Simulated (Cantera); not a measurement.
Cantera run:

```python
import numpy as np
import cantera as ct

gas_names = """
    H HNO HNO2 HNO3 HO2 H2 H2O H2O2 N NH NH2 NH3 NH2OH NO NO2 NO3 N2 N2H2 N2H4 N2O O OH O2 O3 V VN VO
    VO2
""".split()
cond_names = """
    H2O(s) H2O(L) V(cr) V(L) VN(s) VO(s) VO(L) V2O3(s) V2O3(L) V2O4(I) V2O4(II) V2O4(L) V2O5(s) V2O5(L)
""".split()


# ... load() reads the species with a 1 bar reference pressure and builds the phases ...
atoms = {
    'V2O5': {'V': 2, 'O': 5},
    'H2': {'H': 2},
    'N2': {'N': 2},
}
top_T = {'VN(s)': 2300}  # K; cautious upper limits of use, not melting points


# ... equilibrate(T, P, feed) seeds the gas with the atoms and calls Mixture.equilibrate('TP', solver="vcs", rtol=1e-11, max_steps=5000) ...
results = []
T = 1900  # K
P = 1600  # Pa
for m in [67, 77, 89, 100, 120, 130, 150, 180, 200, 230, 270, 300]:
    feed = {'V2O5': 1, 'H2': m, 'N2': 0.55}  # mol
    mix = equilibrate(T, P, feed)
    results.append((T, P, feed, dict(zip(mix.species_names, mix.species_moles))))

top = {s: max(r[3][s] / sum(r[3][g] for g in gas_names) for r in results) for s in gas_names}
cols = sorted((s for s in top if top[s] > 1e-05), key=lambda s: -top[s])[:6]
seen = [c for c in cond_names if any(r[3].get(c, 0) > 1e-12 for r in results)]
print("log10 of partial pressures in bar; condensed amounts in mol")
print(f"{'n(H2)':>10s}" + "".join(f"{s[:9]:>10s}" for s in cols + seen))
for T, P, feed, n in results:
    ng = sum(n[g] for g in gas_names)
    print(f"{feed['H2']:10.4g}" + "".join(f"{np.log10(max(n[s] / ng * P / 1e5, 1e-99)):10.3f}" for s in cols)
          + "".join(f"{n.get(c, 0):10.4g}" for c in seen))
```

It prints:

```
log10 of partial pressures in bar; condensed amounts in mol
     n(H2)        H2       H2O        N2         H       VO2        VO     VO(s)   V2O3(s)
        67    -1.815    -3.327    -3.887    -4.008    -5.504    -6.503         0    0.9927
        77    -1.813    -3.387    -3.947    -4.007    -5.535    -6.472         0    0.9921
        89    -1.811    -3.450    -4.009    -4.006    -5.567    -6.440         0    0.9914
       100    -1.810    -3.486    -4.059    -4.005    -5.586    -6.421    0.1302    0.9255
       120    -1.810    -3.486    -4.138    -4.005    -5.586    -6.421    0.9562    0.5107
       130    -1.810    -3.486    -4.173    -4.005    -5.586    -6.421     1.369    0.3032
       150    -1.809    -3.502    -4.235    -4.005    -5.602    -6.421     1.973         0
       180    -1.807    -3.580    -4.314    -4.004    -5.683    -6.421     1.972         0
       200    -1.806    -3.626    -4.359    -4.004    -5.729    -6.421     1.972         0
       230    -1.805    -3.687    -4.420    -4.003    -5.791    -6.421     1.971         0
       270    -1.804    -3.756    -4.489    -4.003    -5.861    -6.421      1.97         0
       300    -1.804    -3.802    -4.535    -4.002    -5.908    -6.421     1.969         0
```

Method: chemical equilibrium by Gibbs-energy minimisation in Cantera with the NASA 1993 tables (ideal gas, pure condensed phases). Mutual solubility and eutectic melting of coexisting phases are not modelled. VO: taken at fixed stoichiometry. Condensed phases not in the tables: the oxides between V2O3 and V2O5 other than VO2.
